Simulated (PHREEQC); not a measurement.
A PHREEQC speciation (ion-association model, wateq4f.dat) at 25 °C gives pH 6.44 and these molalities:

```
species      mol/kgw
----------  --------
SO4-2        0.00254
Cd+2         0.00248
CdSO4       0.000795
Mn+2         8.32e-5
Cd(SO4)2-2   2.24e-5
MnSO4        1.68e-5
CdOH+        4.18e-7
H+           3.96e-7
HSO4-        6.58e-8
OH-          3.09e-8
```

Question: What are the element totals, and what could have been dissolved in 1 kg of water to give them?

Answer: Several could match; the one computed here: totals Cd 0.00330, Mn(2) 0.000100, S(6) 0.00340 mol/kgw, from 3.3 mmol/kgw CdSO4 and 0.1 mmol/kgw MnSO4.

No solid was allowed to form. Species that the database lacks are ignored.
